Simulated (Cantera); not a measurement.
**CH2F2 + HCl + H2 (fluorocarbon and chlorocarbon gases)**

A closed system holds: 1 mol CH2F2, a varied amount of HCl, 0.65 mol H2, equilibrated at 1475 K and 9.70 Pa.

Method: chemical equilibrium by Gibbs-energy minimisation in Cantera with the NASA 1993 tables (ideal gas, pure condensed phases). Candidate condensed phases: C, C6H6, C7H8, C8H18; 118 gas species. Kinetics and transport are ignored.

```csv
n(HCl) (mol),log p HF,log p HCl,log p H2,log p Cl,log p H,log p C2H2 (acetylene),log p Cl2,log p F,n C(graphite)
0.093,-4.15,-5.48,-4.64,-8.14,-7.21,-9.82,-13.67,-11.36,1.000
0.13,-4.16,-5.34,-4.65,-8.00,-7.21,-9.82,-13.39,-11.36,1.000
0.19,-4.17,-5.19,-4.65,-7.84,-7.21,-9.83,-13.07,-11.37,1.000
0.27,-4.18,-5.05,-4.67,-7.69,-7.22,-9.84,-12.77,-11.37,1.000
0.39,-4.20,-4.91,-4.68,-7.54,-7.23,-9.86,-12.47,-11.38,1.000
0.56,-4.22,-4.77,-4.71,-7.40,-7.24,-9.88,-12.18,-11.39,1.000
0.8,-4.25,-4.65,-4.74,-7.26,-7.26,-9.91,-11.90,-11.41,1.000
1.1,-4.29,-4.55,-4.77,-7.14,-7.27,-9.95,-11.66,-11.43,1.000
1.6,-4.34,-4.44,-4.83,-7.00,-7.30,-10.00,-11.39,-11.45,1.000
2.3,-4.41,-4.35,-4.89,-6.88,-7.33,-10.07,-11.14,-11.49,1.000
```
log p: log10 of the partial pressure in bar; n: condensed amount in mol.

From 0.093 mol HCl to 2.3 mol HCl the condensed part is C(graphite). The main C-bearing gas is C2H2 (acetylene) throughout.
